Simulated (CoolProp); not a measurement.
A Linde-Hampson liquefier for ethane: isothermal reversible compression at 320 K from 1 atm to 25 MPa, throttling to 1 atm, return gas leaving the recuperator 0 K below the feed. Each further row changes one setting.

Model: reference Helmholtz-energy equation of state, Bücker 2006, in CoolProp.

```json
[
 {"case": "as stated", "liquid yield per pass": "___", "compression work (kJ/kg of gas)": "378"},
 {"case": "high pressure 50 MPa", "liquid yield per pass": "___", "compression work (kJ/kg of gas)": "436"},
 {"case": "warm-end temperature 350 K", "liquid yield per pass": "___", "compression work (kJ/kg of gas)": "___"},
 {"case": "warm-end gap 5 K", "liquid yield per pass": "___", "compression work (kJ/kg of gas)": "378"}
]
```

What belongs in the gaps?


- as stated, liquid yield per pass: 0.467
- high pressure 50 MPa, liquid yield per pass: 0.451
- warm-end temperature 350 K, liquid yield per pass: 0.390
- warm-end temperature 350 K, compression work (kJ/kg of gas): 443
- warm-end gap 5 K, liquid yield per pass: 0.460
